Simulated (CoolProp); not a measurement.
A single-stage vapour-compression cycle with R1233zd(E): evaporating at 280.15 K (dew point), condensing at 331.15 K (bubble point), superheat 10 K, subcooling 0 K, compressor efficiency 0.9, no pressure losses. Each further row changes one setting.

Model: reference Helmholtz-energy equation of state, Akasaka 2022, in CoolProp.

```json
[
 {"case": "as stated", "cooling COP": "4.01", "pressure ratio": "5.67", "discharge temperature (K)": "341.5", "refrigerating effect (kJ/kg)": "146", "volumetric capacity (kJ/m³)": "529"},
 {"case": "evaporating temperature 285.15 K", "cooling COP": "4.63", "pressure ratio": "4.63", "discharge temperature (K)": "340.9", "refrigerating effect (kJ/kg)": "149", "volumetric capacity (kJ/m³)": "655"},
 {"case": "condensing temperature 326.15 K", "cooling COP": "4.57", "pressure ratio": "4.91", "discharge temperature (K)": "336.9", "refrigerating effect (kJ/kg)": "152", "volumetric capacity (kJ/m³)": "552"},
 {"case": "subcooling 5 K", "cooling COP": "4.19", "pressure ratio": "5.67", "discharge temperature (K)": "341.5", "refrigerating effect (kJ/kg)": "152", "volumetric capacity (kJ/m³)": "552"},
 {"case": "superheat 20 K", "cooling COP": "4.07", "pressure ratio": "5.67", "discharge temperature (K)": "351.7", "refrigerating effect (kJ/kg)": "154", "volumetric capacity (kJ/m³)": "538"},
 {"case": "compressor efficiency 0.8", "cooling COP": "3.57", "pressure ratio": "5.67", "discharge temperature (K)": "346.5", "refrigerating effect (kJ/kg)": "146", "volumetric capacity (kJ/m³)": "529"}
]
```
